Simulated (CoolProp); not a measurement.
Properties of nitrogen along the isobar 26.1 bar.

Values from CoolProp's reference Helmholtz-energy equation of state, Span 2000.

```json
[
 {"T (K)": "68.8", "phase": "liquid", "speed of sound (m/s)": "955.1", "isothermal compressibility (1/MPa)": "0.002251"},
 {"T (K)": "79.8", "phase": "liquid", "speed of sound (m/s)": "848.5", "isothermal compressibility (1/MPa)": "0.003260"},
 {"T (K)": "90.8", "phase": "liquid", "speed of sound (m/s)": "737.9", "isothermal compressibility (1/MPa)": "0.005031"},
 {"T (K)": "101.8", "phase": "liquid", "speed of sound (m/s)": "616.4", "isothermal compressibility (1/MPa)": "0.008812"},
 {"T (K)": "112.8", "phase": "liquid", "speed of sound (m/s)": "469.1", "isothermal compressibility (1/MPa)": "0.02117"},
 {"T (K)": "123.8", "phase": "gas", "speed of sound (m/s)": "184.8", "isothermal compressibility (1/MPa)": "0.7855"},
 {"T (K)": "134.8", "phase": "gas", "speed of sound (m/s)": "210.2", "isothermal compressibility (1/MPa)": "0.5406"},
 {"T (K)": "145.8", "phase": "gas", "speed of sound (m/s)": "227.7", "isothermal compressibility (1/MPa)": "0.4778"},
 {"T (K)": "156.8", "phase": "gas", "speed of sound (m/s)": "242.1", "isothermal compressibility (1/MPa)": "0.4475"},
 {"T (K)": "167.8", "phase": "gas", "speed of sound (m/s)": "254.7", "isothermal compressibility (1/MPa)": "0.4296"}
]
```
